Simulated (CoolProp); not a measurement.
R245fa at several states: density (kg/m³) from the reference equation and from simpler models built on Tc = 153.9 °C, pc = 3651 kPa, ω = 0.378; each cubic takes its own stable root.

Model: reference Helmholtz-energy equation of state, Akasaka 2015, in CoolProp.

```csv
T (°C),p (kPa),phase,reference
25.75,19500,liquid,1388
137.25,92.8,gas,3.682
82.45,1120,liquid,1164
```

### Question
How far does each simpler model (van der Waals, Soave-Redlich-Kwong) lie from the reference over these 3 states: mean and median of the absolute difference, and the worst?

### Answer
- van der Waals: mean 43.7 %, median 36.3 %, worst -94.8 % at 82.45 °C and 1120 kPa
- Soave-Redlich-Kwong: mean 6.5 %, median 7.7 %, worst -11.8 % at 82.45 °C and 1120 kPa

At some of these states van der Waals gives the other phase, because its saturation line lies elsewhere.
